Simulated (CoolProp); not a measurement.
Computed with CoolProp (reference Helmholtz-energy equation of state, Rui 2013).

Task: For R236EA, give the phase and the isothermal compressibility (1/MPa), fugacity coefficient at 77.05 °C and 0.606 MPa; 110.35 °C and 0.606 MPa; 115.05 °C and 0.606 MPa.

Result: 
- 77.05 °C and 0.606 MPa: gas; isothermal compressibility 1.91, fugacity coefficient 0.890
- 110.35 °C and 0.606 MPa: gas; isothermal compressibility 1.81, fugacity coefficient 0.921
- 115.05 °C and 0.606 MPa: gas; isothermal compressibility 1.81, fugacity coefficient 0.925
